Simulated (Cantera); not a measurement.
Input (Python, Cantera) and output of one run.

```python
import numpy as np
import cantera as ct

gas_names = """
    C CH CH2 CH3 CH2OH CH3O CH4 CH3OH CN CO CO2 COOH C2 C2H CHCO,ketyl C2H2,acetylene C2H2,vinylidene
    CH2CO,ketene C2H3,vinyl CH3CN CH3CO,acetyl C2H4 C2H4O,ethylen CH3CHO,ethanal CH3COOH (HCOOH)2 C2H5
    C2H6 CH3OCH3 C2H5OH CCN CNC C2N2 C2O C3 C3H3,propargyl C3H4,allene C3H4,propyne C3H4,cyclo-
    C3H5,allyl C3H6,propylene C3H6,cyclo- C3H6O C3H7,n-propyl C3H7,i-propyl C3H8 C3H8O,1propanol
    C3H8O,2propanol C3O2 C4 C4H2 C4H4,1,3-cyclo- C4H6,butadiene C4H6,2-butyne C4H6,cyclo- C4H8,1-butene
    C4H8,cis2-buten C4H8,tr2-butene C4H8,isobutene C4H8,cyclo- (CH3COOH)2 C4H9,n-butyl C4H9,i-butyl
    C4H9,s-butyl C4H9,t-butyl C4H10,isobutane C4H10,n-butane C4N2 C5 C5H6,1,3cyclo- C5H8,cyclo-
    C5H10,1-pentene C5H10,cyclo- C5H11,pentyl C5H11,t-pentyl C5H12,n-pentane C5H12,i-pentane
    CH3C(CH3)2CH3 C6H2 C6H5,phenyl C6H5O,phenoxy C6H6 C6H5OH,phenol C6H10,cyclo- C6H12,1-hexene
    C6H12,cyclo- C6H13,n-hexyl C7H7,benzyl C7H8 C7H8O,cresol C7H14,1-heptene C7H15,n-heptyl
    C7H16,n-heptane C8H8,styrene C8H10,ethylbenz C8H16,1-octene C8H17,n-octyl C8H18,isooctane
    C8H18,n-octane C9H19,n-nonyl C10H8,naphthale C10H21,n-decyl C12H9,o-bipheny C12H10,bipheny H HCN HCO
    HCCN HNC HNCO HNO HNO2 HNO3 HO2 H2 HCHO,formaldehy HCOOH H2O H2O2 N NCO NH NH2 NH3 NH2OH NO NO2 NO3
    N2 N2H2 N2H4 N2O O OH O2 O3
""".split()
cond_names = """
    C(gr) C6H6(L) C7H8(L) C8H18(L),n-octa H2O(s) H2O(L)
""".split()


def load(file, names, dense=False):
    # The tables refer to 1 bar. Condensed volumes are neglected.
    table = {s.name: s for s in ct.Species.list_from_file(file)}
    out = []
    for n in names:
        d = dict(table[n].input_data)
        d["thermo"] = dict(d["thermo"], **{"reference-pressure": 1e5})
        if dense:
            d["equation-of-state"] = {"model": "constant-volume", "density": "1e6 g/cm^3"}
        out.append(ct.Species.from_dict(d))
    return out


gas = ct.Solution(thermo="ideal-gas", species=load("nasa_gas.yaml", gas_names))
cond = {s.name: ct.Solution(thermo="fixed-stoichiometry", species=[s], name=s.name)
        for s in load("nasa_condensed.yaml", cond_names, dense=True)}
atoms = {
    'CH3OH': {'C': 1, 'H': 4, 'O': 1},
    'O2': {'O': 2},
    'N2': {'N': 2},
}
top_T = {'C(gr)': 4500}  # K; cautious upper limits of use, not melting points


def equilibrate(T, P, feed):
    n = {}
    for name, mol in feed.items():
        for a, k in atoms[name].items():
            n[a] = n.get(a, 0.0) + k * mol
    gas.TPX = T, P, n
    mass = sum(n.values()) * gas.mean_molecular_weight
    gas.equilibrate("TP")
    valid = [c for c in cond.values() if c.min_temp <= T <= top_T.get(c.name, c.max_temp)]
    mix = ct.Mixture([(gas, mass / gas.mean_molecular_weight)] + [(c, 0.0) for c in valid])
    mix.T, mix.P = T, P
    mix.equilibrate("TP", solver="vcs", rtol=1e-11, max_steps=5000)
    return mix


results = []
feed = {'CH3OH': 1, 'O2': 0.18, 'N2': 0.43}  # mol
T = 1973  # K
P = 133.322  # Pa
mix = equilibrate(T, P, feed)
results.append((T, P, feed, dict(zip(mix.species_names, mix.species_moles))))
print(gas.report(threshold=0.001))
for i in range(1, mix.n_phases):
    print(f"{mix.phase(i).name:16s} {mix.phase_moles(i):12.5e} mol")
```

Result:

```
       temperature   1973 K
          pressure   133.32 Pa
           density   0.00011658 kg/m^3
  mean mol. weight   14.345 kg/kmol
   phase of matter   gas

                          1 kg             1 kmol
                     ---------------   ---------------
          enthalpy        2.4886e+05        3.5699e+06  J
   internal energy       -8.9472e+05       -1.2835e+07  J
           entropy             20142        2.8893e+05  J/K
    Gibbs function       -3.9491e+07       -5.6649e+08  J
 heat capacity c_p            2543.3             36483  J/K
 heat capacity c_v            1963.7             28168  J/K

                      mass frac. Y      mole frac. X     chem. pot. / RT
                     ---------------   ---------------   ---------------
                CO           0.53867           0.27587           -42.302
               CO2          0.036514          0.011902            -66.66
                 H         0.0017829          0.025372           -13.405
                H2          0.066253           0.47142           -26.809
               H2O           0.11454          0.091201           -51.168
                N2           0.24165           0.12374           -35.605
     [ +130 minor]        0.00059248        0.00049363

C(gr)             0.00000e+00 mol
```

Cantera equilibrium calculation (NASA polynomials, part measured and part estimated; ideal gas, pure solids and liquids).
